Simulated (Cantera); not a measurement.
A Cantera script and its output.

```python
import numpy as np
import cantera as ct

gas = ct.Solution("h2o2.yaml")
gas.TPX = 500, 17000, {'H2': 1, 'O2': 0.962, 'N2': 3.62}
flame = ct.FreeFlame(gas, width=0.14)
flame.set_refine_criteria(ratio=3, slope=0.08, curve=0.16)
flame.transport_model = "mixture-averaged"
flame.solve(loglevel=0, auto=True)
z, T = flame.grid, flame.T
thick = (T[-1] - T[0]) / np.gradient(T, z).max()
show = ['H2', 'O2', 'H', 'O', 'HO2', 'H2O']
print(f"laminar burning velocity  {flame.velocity[0] * 100:.3f} cm/s")
print(f"burnt temperature         {T[-1]:.1f} K")
print(f"thermal thickness         {thick * 1e3:.4f} mm")
print(f"grid points               {len(z)}")
z0 = z[flame.heat_release_rate.argmax()]
print(f"{'z/mm':>9s}{'T/K':>9s}{'u/(m/s)':>9s}" + "".join(f"{s:>11s}" for s in show))
rows = []
for k in (-3, -2, -1.5, -1, -0.5, -0.25, 0, 0.25, 0.5, 1, 2, 4, 8):
    zz = z0 + k * thick
    rows.append([k * thick, np.interp(zz, z, T), np.interp(zz, z, flame.velocity),
                 *(np.interp(zz, z, flame.X[gas.species_index(s)]) for s in show)])
    print(f"{rows[-1][0] * 1e3:9.3f}{rows[-1][1]:9.1f}{rows[-1][2]:9.3f}" + "".join(f"{x:11.3e}" for x in rows[-1][3:]))
```

Output:

```
laminar burning velocity  246.579 cm/s
burnt temperature         1837.7 K
thermal thickness         3.9912 mm
grid points               115
     z/mm      T/K  u/(m/s)         H2         O2          H          O        HO2        H2O
  -11.974    500.0    2.466  1.791e-01  1.723e-01  2.982e-16  3.879e-15  9.933e-13  1.844e-12
   -7.982    500.0    2.466  1.791e-01  1.723e-01  1.346e-13  9.878e-13  1.381e-10  1.896e-10
   -5.987    500.0    2.466  1.791e-01  1.723e-01  2.478e-11  4.554e-11  5.634e-09  5.992e-09
   -3.991    500.0    2.465  1.789e-01  1.724e-01  2.376e-08  5.325e-09  6.429e-07  5.957e-07
   -1.996    521.5    2.552  1.714e-01  1.731e-01  1.345e-04  8.124e-06  9.552e-05  1.360e-03
   -0.998    696.8    3.340  1.409e-01  1.693e-01  3.592e-03  1.894e-04  5.692e-05  1.820e-02
    0.000   1017.9    4.762  7.217e-02  1.423e-01  1.858e-02  3.902e-03  2.719e-05  7.937e-02
    0.998   1261.7    5.855  2.153e-02  1.049e-01  2.619e-02  1.065e-02  1.610e-05  1.433e-01
    1.996   1385.2    6.399  1.174e-02  9.460e-02  2.197e-02  1.221e-02  1.217e-05  1.607e-01
    3.991   1510.6    6.932  9.336e-03  9.147e-02  1.441e-02  1.063e-02  9.285e-06  1.693e-01
    7.982   1626.0    7.409  7.019e-03  9.005e-02  7.809e-03  7.766e-03  6.814e-06  1.770e-01
   15.965   1717.9    7.779  4.392e-03  8.961e-02  3.374e-03  4.738e-03  4.541e-06  1.839e-01
   31.930   1779.5    8.023  2.236e-03  8.985e-02  1.132e-03  2.377e-03  2.617e-06  1.891e-01
```

Cantera simulation using the H2/O2 subset of GRI-Mech 3.0, which has no nitrogen chemistry; the numbers are that mechanism's predictions, not measurements. Burning velocities carry a grid error of a few per cent, more on coarse grids. Lean hydrogen flames are cellular in practice and burn faster than this planar one.
